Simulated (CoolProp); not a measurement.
Vapour-liquid equilibrium of CF4 (R14) (1) + ethane (2) at 0.761 MPa; x and y are mole fractions of (1).

The numbers come from the multi-fluid Helmholtz-energy mixture model, Platzer 1990 and Bücker 2006; pair parameters Bell 2016 in CoolProp. This equation is an older, rougher fit; its heat capacities, sound speeds and derivatives of the liquid may be far off and weren't checked against measurements.

```json
[
 {"x": "0.05", "bubble temperature (K)": "213.0", "y at the bubble point": "0.490", "dew temperature at overall composition x (K)": "230.8", "liquid density (mol/L)": "16.64"},
 {"x": "0.125", "bubble temperature (K)": "197.8", "y at the bubble point": "0.734", "dew temperature at overall composition x (K)": "228.2", "liquid density (mol/L)": "17.08"},
 {"x": "0.2", "bubble temperature (K)": "191.9", "y at the bubble point": "0.803", "dew temperature at overall composition x (K)": "225.4", "liquid density (mol/L)": "17.10"},
 {"x": "0.275", "bubble temperature (K)": "189.5", "y at the bubble point": "0.828", "dew temperature at overall composition x (K)": "222.5", "liquid density (mol/L)": "16.97"},
 {"x": "0.35", "bubble temperature (K)": "188.4", "y at the bubble point": "0.840", "dew temperature at overall composition x (K)": "219.4", "liquid density (mol/L)": "16.78"},
 {"x": "0.425", "bubble temperature (K)": "187.7", "y at the bubble point": "0.847", "dew temperature at overall composition x (K)": "216.1", "liquid density (mol/L)": "16.57"},
 {"x": "0.5", "bubble temperature (K)": "187.2", "y at the bubble point": "0.854", "dew temperature at overall composition x (K)": "212.4", "liquid density (mol/L)": "16.38"},
 {"x": "0.575", "bubble temperature (K)": "186.6", "y at the bubble point": "0.862", "dew temperature at overall composition x (K)": "208.4", "liquid density (mol/L)": "16.20"},
 {"x": "0.65", "bubble temperature (K)": "185.9", "y at the bubble point": "0.874", "dew temperature at overall composition x (K)": "203.8", "liquid density (mol/L)": "16.04"},
 {"x": "0.725", "bubble temperature (K)": "185.1", "y at the bubble point": "0.889", "dew temperature at overall composition x (K)": "198.5", "liquid density (mol/L)": "15.92"},
 {"x": "0.8", "bubble temperature (K)": "184.2", "y at the bubble point": "0.910", "dew temperature at overall composition x (K)": "192.2", "liquid density (mol/L)": "15.83"},
 {"x": "0.875", "bubble temperature (K)": "183.3", "y at the bubble point": "0.937", "dew temperature at overall composition x (K)": "185.8", "liquid density (mol/L)": "15.77"},
 {"x": "0.95", "bubble temperature (K)": "182.4", "y at the bubble point": "0.972", "dew temperature at overall composition x (K)": "182.9", "liquid density (mol/L)": "15.74"}
]
```

No azeotrope shows between x = 0.05 and 0.95.

The pair parameters rest on a limited set of measurements; away from them the model extrapolates. With so large a gap from Raoult's law the liquid may split in two, which this calculation doesn't test in full.
